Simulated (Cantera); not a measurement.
An isothermal, constant-pressure homogeneous reactor starts with H₂ : O₂ = 0.28 : 1 (molar parts), at 1150 K and 0.0263 atm.

Model: the H2/O2 subset of GRI-Mech 3.0, which has no nitrogen chemistry, integrated in Cantera. Radical loss at walls, strong at low pressure, is not modelled. The temperature is held fixed by assumption; the heat of reaction is taken as removed at once.

x: mole fraction; the columns are a selection and need not sum to one.

| t (s) | x H₂ | x O₂ | x O | x H₂O₂ | x HO₂ | x H₂O | x H |
|---|---|---|---|---|---|---|---|
| 6.00e-5 | 0.219 | 0.781 | 4.34e-9 | 4.75e-12 | ? | 6.71e-9 | 9.33e-9 |
| 0.000223 | 0.219 | 0.781 | 3.22e-7 | 6.98e-11 | ? | 8.71e-7 | 5.70e-7 |
| 0.000828 | 0.0510 | 0.694 | 0.0428 | 1.12e-6 | ? | 0.125 | 0.0742 |
| 0.00307 | 0.00563 | 0.720 | 0.0286 | 9.29e-7 | ? | 0.217 | 0.0216 |
| 0.0114 | 0.000501 | 0.751 | 0.00239 | 7.92e-7 | ? | 0.243 | 0.000485 |
| 0.0424 | 2.90e-5 | 0.754 | 0.000144 | 2.51e-7 | ? | 0.245 | 7.15e-6 |
| 0.158 | 3.02e-6 | 0.754 | 1.64e-5 | 6.89e-8 | ? | 0.246 | 2.74e-7 |
| 0.585 | 4.99e-7 | 0.754 | 2.87e-6 | 1.94e-8 | ? | 0.246 | 2.01e-8 |
| 2.17 | 1.05e-7 | 0.754 | 6.24e-7 | 5.49e-9 | ? | 0.246 | 2.03e-9 |
| 8.08 | 2.58e-8 | 0.754 | 1.56e-7 | 1.59e-9 | ? | 0.246 | 2.53e-10 |
| 30.0 | 9.15e-9 | 0.754 | 5.47e-8 | 6.24e-10 | ? | 0.246 | 5.38e-11 |

Q: Some entries are withheld; supply them.

A: 
- 6.00e-5, x HO₂: 7.07e-9
- 0.000223, x HO₂: 3.16e-8
- 0.000828, x HO₂: 1.80e-5
- 0.00307, x HO₂: 2.27e-5
- 0.0114, x HO₂: 1.21e-5
- 0.0424, x HO₂: 1.90e-6
- 0.158, x HO₂: 2.79e-7
- 0.585, x HO₂: 5.49e-8
- 2.17, x HO₂: 1.53e-8
- 8.08, x HO₂: 9.42e-9
- 30.0, x HO₂: 1.15e-8
